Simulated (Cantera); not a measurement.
Cantera with NASA thermochemical tables; ideal gases at 1 bar, condensed phases pure. Values are per mole of reaction as written; species without (g) are pure solids or liquids, kept so even where they would boil at 1 bar.

10 NO(g) + P₄O₁₀ ⇌ 10 NO₂(g) + P₄(g)

```
T (K)  ΔH° (kJ)  ΔS° (J/K)  ΔG° (kJ)  log10 K
-----  --------  ---------  --------  -------
300      2498.0      345.0    2394.5  -416.92
400      2490.3      323.0    2361.2  -308.33
450         ___        ___       ___      ___
500         ___        ___       ___      ___
550      2476.8      294.5    2314.9  -219.85
600      2471.7      285.6    2300.4  -200.26
650      2466.3      276.8    2286.3  -183.73
```

**Question.** What belongs in the gaps?

**Answer.** 
- 450, ΔH° (kJ): 2486.1
- 450, ΔS° (J/K): 313.0
- 450, ΔG° (kJ): 2345.2
- 450, log10 K: -272.23
- 500, ΔH° (kJ): 2481.6
- 500, ΔS° (J/K): 303.6
- 500, ΔG° (kJ): 2329.8
- 500, log10 K: -243.39
